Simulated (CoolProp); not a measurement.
The numbers come from the reference Helmholtz-energy equation of state, Lemmon 2006 in CoolProp. It is a short technical equation, of lower accuracy than the large ones.

Q: For carbonyl sulfide, give the phase and the Joule-Thomson coefficient (K/MPa) at 342.6 K and 799 kPa; 495.2 K and 799 kPa; 510.4 K and 799 kPa.

A: 
- 342.6 K and 799 kPa: gas; Joule-Thomson coefficient 14.8
- 495.2 K and 799 kPa: gas; Joule-Thomson coefficient 6.37
- 510.4 K and 799 kPa: gas; Joule-Thomson coefficient 5.97
